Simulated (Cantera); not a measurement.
An isothermal, constant-pressure homogeneous reactor starts with NO : N2 = 1 : 0.21 (molar parts), at 1775 K and 203 Torr.

Computed with Cantera and GRI-Mech 3.0 (53 species, 325 reactions).

**Question.** Predict: x(NO) at 3.00 s; x(N2) at 3.00 s; x(NO2) at 3.00 s; x(O) at 3.00 s; x(O2) at 3.00 s; x(N2O) at 3.00 s.

**Answer.** 
| Property | Value |
|---|---|
| x(NO) at 3.00 s | 0.647 (gas-phase equilibrium 0.00461) |
| x(N2) at 3.00 s | 0.263 (gas-phase equilibrium 0.584) |
| x(NO2) at 3.00 s | 0.000584 (gas-phase equilibrium 8.85e-6) |
| x(O) at 3.00 s | 5.91e-5 (gas-phase equilibrium 0.000119) |
| x(O2) at 3.00 s | 0.0892 (gas-phase equilibrium 0.411) |
| x(N2O) at 3.00 s | 0.000156 (gas-phase equilibrium 1.19e-7) |
